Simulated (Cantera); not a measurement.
Adiabatic ignition

An adiabatic, constant-volume homogeneous reactor starts with 3.34 % CO, 6.12 % H2, 8.80 % O2, 81.7 % N2, equivalence ratio 0.54, at 1675 K and 800000 Pa.

Cantera simulation using GRI-Mech 3.0 (53 species, 325 reactions); the numbers are that mechanism's predictions, not measurements. The hydrogen kinetics of GRI-Mech 3.0 are dated; newer H2 mechanisms differ, most at raised pressure.

```json
[
 {"t (s)": "5.00e-6", "T (K)": "2135", "P (bar)": "9.93", "x CO": "0.0190", "x H2": "0.00406", "x O2": "0.0482", "x OH": "0.00864", "x H2O2": "7.54e-7", "x H": "0.00539"},
 {"t (s)": "1.52e-5", "T (K)": "2398", "P (bar)": "11.0", "x CO": "0.00591", "x H2": "0.00139", "x O2": "0.0435", "x OH": "0.00611", "x H2O2": "3.40e-7", "x H": "0.000780"},
 {"t (s)": "4.60e-5", "T (K)": "2470", "P (bar)": "11.3", "x CO": "0.00190", "x H2": "0.000530", "x O2": "0.0423", "x OH": "0.00403", "x H2O2": "2.83e-7", "x H": "0.000174"},
 {"t (s)": "0.000140", "T (K)": "2475", "P (bar)": "11.3", "x CO": "0.00157", "x H2": "0.000474", "x O2": "0.0421", "x OH": "0.00384", "x H2O2": "2.84e-7", "x H": "0.000147"},
 {"t (s)": "0.000423", "T (K)": "2474", "P (bar)": "11.3", "x CO": "0.00156", "x H2": "0.000472", "x O2": "0.0419", "x OH": "0.00382", "x H2O2": "2.82e-7", "x H": "0.000146"},
 {"t (s)": "0.00128", "T (K)": "2470", "P (bar)": "11.3", "x CO": "0.00155", "x H2": "0.000468", "x O2": "0.0412", "x OH": "0.00376", "x H2O2": "2.77e-7", "x H": "0.000143"},
 {"t (s)": "0.00389", "T (K)": "2462", "P (bar)": "11.2", "x CO": "0.00152", "x H2": "0.000460", "x O2": "0.0397", "x OH": "0.00364", "x H2O2": "2.67e-7", "x H": "0.000137"},
 {"t (s)": "0.0118", "T (K)": "2454", "P (bar)": "11.2", "x CO": "0.00148", "x H2": "0.000452", "x O2": "0.0381", "x OH": "0.00351", "x H2O2": "2.57e-7", "x H": "0.000131"},
 {"t (s)": "0.0358", "T (K)": "2452", "P (bar)": "11.2", "x CO": "0.00148", "x H2": "0.000450", "x O2": "0.0377", "x OH": "0.00349", "x H2O2": "2.55e-7", "x H": "0.000130"},
 {"t (s)": "0.109", "T (K)": "2452", "P (bar)": "11.2", "x CO": "0.00148", "x H2": "0.000450", "x O2": "0.0377", "x OH": "0.00349", "x H2O2": "2.55e-7", "x H": "0.000130"},
 {"t (s)": "0.330", "T (K)": "2452", "P (bar)": "11.2", "x CO": "0.00148", "x H2": "0.000450", "x O2": "0.0377", "x OH": "0.00349", "x H2O2": "2.55e-7", "x H": "0.000130"},
 {"t (s)": "1.00", "T (K)": "2452", "P (bar)": "11.2", "x CO": "0.00148", "x H2": "0.000450", "x O2": "0.0377", "x OH": "0.00349", "x H2O2": "2.55e-7", "x H": "0.000130"}
]
```
x: mole fraction; the columns are a selection and need not sum to one.

```json
{
 "time_of_steepest_temperature_rise": "2.57 µs",
 "temperature at 1.00 s": "2452 K",
 "equilibrium_temperature": "2452 K",
 "x(CO) at 1.00 s": "0.00148 (gas-phase equilibrium 0.00148)",
 "x(H2) at 1.00 s": "0.000450 (gas-phase equilibrium 0.000450)",
 "x(O2) at 1.00 s": "0.0377 (gas-phase equilibrium 0.0377)"
}
```
